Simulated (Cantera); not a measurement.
A freely propagating, adiabatic, planar premixed flame of H2 : O2 : N2 = 1 : 0.455 : 1.71 (molar parts), unburnt at 600 K and 120 Torr; mixture-averaged transport, grid criteria slope 0.08 and curve 0.16, no radiation.

Detailed kinetics in Cantera: the H2/O2 subset of GRI-Mech 3.0, which has no nitrogen chemistry. Burning velocities carry a grid error of a few per cent, more on coarse grids.

**Question.** How do the results move with these cheaper or finer settings: unity-Lewis-number transport; multicomponent transport; multicomponent+Soret transport; grid criteria slope 0.5, curve 1; grid criteria slope 0.25, curve 0.5; grid criteria slope 0.03, curve 0.06?

**Answer.** 
```
setting                               laminar burning velocity  thermal thickness  peak x(HO2)  peak x(H2O2)  grid points
------------------------------------  ------------------------  -----------------  -----------  ------------  -----------
as above                                              640 cm/s            5.12 mm      5.86e-5       1.04e-6          137
unity-Lewis-number transport                          408 cm/s            3.84 mm      5.28e-5       8.96e-7          132
multicomponent transport                              627 cm/s            5.09 mm      5.86e-5       1.06e-6          137
multicomponent+Soret transport                        603 cm/s            5.04 mm      5.87e-5       1.10e-6          137
grid criteria slope 0.5, curve 1                      927 cm/s            8.69 mm      5.60e-5       9.10e-7           40
grid criteria slope 0.25, curve 0.5                   711 cm/s            5.93 mm      5.80e-5       9.46e-7           71
grid criteria slope 0.03, curve 0.06                  623 cm/s            4.93 mm      5.90e-5       1.08e-6          282
```
Unity Lewis numbers drop preferential diffusion, which matters most where H2 and H carry the flame; Soret adds thermal diffusion.
